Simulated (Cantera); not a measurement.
# Thermodynamics of oxide etching and cleaning by halides, feed Fe2O3 + HCl + N2

Feed: 1 mol Fe2O3, 1.8 mol HCl, 0.4 mol N2, at 11.0 Pa.

Equilibrium computed with Cantera from the NASA thermochemical tables; the gas is ideal and each condensed phase is pure. Candidate condensed phases: Fe, FeCl2, FeCl3, FeO, Fe(OH)2, Fe(OH)3, Fe2O3, Fe3O4, H2O, NH4Cl; 37 gas species. Mutual solubility and eutectic melting of coexisting phases are not modelled. Rates play no part.

From 777 °C to 927 °C the condensed part is Fe2O3(s). At 977 °C the condensed part is Fe2O3(s) + Fe3O4(s). From 1027 °C to 1327 °C the condensed part is Fe3O4(s). The main Fe-bearing gas is FeCl2 throughout. The share of Fe in condensed phases is highest at 777 °C (98.1 %) and lowest at 1327 °C (81.6 %).

```csv
T (°C),x HCl,x H2O,x N2,x FeCl2,x O2,x Cl,x Cl2,n Fe2O3(s),n Fe3O4(s)
777,0.770,0.0229,0.181,0.0163,0.00173,0.00394,0.00271,0.981,0
827,0.749,0.0319,0.181,0.0252,0.00370,0.00644,0.00199,0.971,0
877,0.721,0.0442,0.180,0.0371,0.00626,0.00944,0.00130,0.958,0
927,0.686,0.0599,0.179,0.0519,0.00933,0.0129,0.000820,0.941,0
977,0.642,0.0733,0.175,0.0616,0.0265,0.0208,0.000779,0.701,0.152
1027,0.580,0.0831,0.166,0.0659,0.0716,0.0322,0.000741,0,0.613
1077,0.543,0.1000,0.165,0.0803,0.0723,0.0382,0.000442,0,0.602
1127,0.505,0.117,0.164,0.0949,0.0729,0.0446,0.000270,0,0.590
1177,0.467,0.135,0.164,0.109,0.0734,0.0511,0.000169,0,0.578
1227,0.429,0.152,0.163,0.123,0.0737,0.0578,0.000108,0,0.566
1277,0.393,0.168,0.162,0.137,0.0738,0.0645,6.98e-5,0,0.555
1327,0.359,0.183,0.161,0.149,0.0737,0.0712,4.62e-5,0,0.544
```
x: gas mole fraction; n: condensed amount in mol.
